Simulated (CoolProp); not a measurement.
Vapour-liquid equilibrium of carbon dioxide (1) + CHF3 (R23) (2) at 230.8 K; x and y are mole fractions of (1).

Model: multi-fluid Helmholtz-energy mixture model, Span 1996 and Penoncello 2003; pair parameters Bell 2016, in CoolProp.

```
x      bubble pressure (MPa)  y at the bubble point  dew pressure at overall composition x (MPa)  liquid density (mol/L)
-----  ---------------------  ---------------------  -------------------------------------------  ----------------------
0.05                  0.6667                  0.074                                       0.6603                   18.55
0.125                 0.6960                  0.177                                       0.6811                   18.95
0.2                   0.7243                  0.271                                       0.7029                   19.36
0.275                 0.7514                  0.357                                       0.7256                   19.80
0.35                  0.7770                  0.437                                       0.7490                   20.26
0.425                 0.8010                  0.511                                       0.7731                   20.75
0.5                   0.8232                  0.580                                       0.7975                   21.26
0.575                 0.8436                  0.645                                       0.8217                   21.81
0.65                  0.8621                  0.708                                       0.8450                   22.38
0.725                 0.8786                  0.769                                       0.8668                   22.99
0.8                   0.8931                  0.830                                       0.8862                   23.64
0.875                 0.9053                  0.891                                       0.9023                   24.33
0.95                  0.9152                  0.955                                       0.9145                   25.06
```

No azeotrope shows between x = 0.05 and 0.95.

Pair parameters are fitted to limited data, so mixtures are less certain than the pure fluids.
